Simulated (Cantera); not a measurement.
**Transport properties of process gases**

Gas mixture: 100 % NO, at 1.01 bar, frozen composition.

Cantera's kinetic-theory transport with the Lennard-Jones parameters of GRI-Mech 3.0, ideal gas; thermal conductivity in the multicomponent form.

```json
[
 {"T (K)": "400", "ρ (kg/m³)": "0.914", "cp (J/kg/K)": "998.6", "μ (µPa s)": "23.1", "λ (mW/m/K)": "32.5", "Pr": "0.711", "D (cm²/s) C2H2": "0.276", "D (cm²/s) NH3": "0.377", "D (cm²/s) O": "0.527"},
 {"T (K)": "500", "ρ (kg/m³)": "0.731", "cp (J/kg/K)": "1016", "μ (µPa s)": "27.0", "λ (mW/m/K)": "38.7", "Pr": "0.709", "D (cm²/s) C2H2": "0.409", "D (cm²/s) NH3": "0.570", "D (cm²/s) O": "0.771"},
 {"T (K)": "600", "ρ (kg/m³)": "0.609", "cp (J/kg/K)": "1041", "μ (µPa s)": "30.6", "λ (mW/m/K)": "45.0", "Pr": "0.708", "D (cm²/s) C2H2": "0.561", "D (cm²/s) NH3": "0.793", "D (cm²/s) O": "1.05"},
 {"T (K)": "700", "ρ (kg/m³)": "0.522", "cp (J/kg/K)": "1067", "μ (µPa s)": "34.0", "λ (mW/m/K)": "51.2", "Pr": "0.708", "D (cm²/s) C2H2": "0.731", "D (cm²/s) NH3": "1.04", "D (cm²/s) O": "1.36"},
 {"T (K)": "800", "ρ (kg/m³)": "0.457", "cp (J/kg/K)": "1092", "μ (µPa s)": "37.1", "λ (mW/m/K)": "57.3", "Pr": "0.708", "D (cm²/s) C2H2": "0.918", "D (cm²/s) NH3": "1.32", "D (cm²/s) O": "1.70"},
 {"T (K)": "900", "ρ (kg/m³)": "0.406", "cp (J/kg/K)": "1114", "μ (µPa s)": "40.1", "λ (mW/m/K)": "63.1", "Pr": "0.707", "D (cm²/s) C2H2": "1.12", "D (cm²/s) NH3": "1.62", "D (cm²/s) O": "2.07"},
 {"T (K)": "1000", "ρ (kg/m³)": "0.366", "cp (J/kg/K)": "1133", "μ (µPa s)": "42.9", "λ (mW/m/K)": "68.8", "Pr": "0.707", "D (cm²/s) C2H2": "1.34", "D (cm²/s) NH3": "1.94", "D (cm²/s) O": "2.47"}
]
```
D: mixture-averaged diffusion coefficient of that species in the mixture.
